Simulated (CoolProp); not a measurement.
Vapour-liquid equilibrium of R125 (1) + n-butane (2) at 0.637 MPa; x and y are mole fractions of (1).

Computed with CoolProp (multi-fluid Helmholtz-energy mixture model, Lemmon 2005 and Bücker 2006; pair parameters Bell 2016).

| x | bubble temperature, mixture model (K) | bubble temperature, Raoult's law (K) | y, mixture model | y, Raoult's law |
|---|---|---|---|---|
| 0.05 | 314.9 | 325.7 | 0.368 | 0.211 |
| 0.15 | 293.8 | 314.0 | 0.672 | 0.483 |
| 0.25 | 284.5 | 305.1 | 0.769 | 0.647 |
| 0.35 | 280.2 | 298.0 | 0.811 | 0.753 |
| 0.45 | 277.9 | 292.1 | 0.833 | 0.827 |
| 0.55 | 276.4 | 287.1 | 0.848 | 0.880 |
| 0.65 | 275.2 | 282.9 | 0.864 | 0.919 |
| 0.75 | 274.1 | 279.1 | 0.884 | 0.949 |
| 0.85 | 272.9 | 275.8 | 0.913 | 0.973 |
| 0.95 | 271.9 | 272.9 | 0.963 | 0.992 |

The largest gap from Raoult's law is -20.6 K in bubble temperature, at x = 0.25. No azeotrope shows between x = 0.05 and 0.95.

The pair parameters rest on a limited set of measurements; away from them the model extrapolates. With so large a gap from Raoult's law the liquid may split in two, which this calculation doesn't test in full.
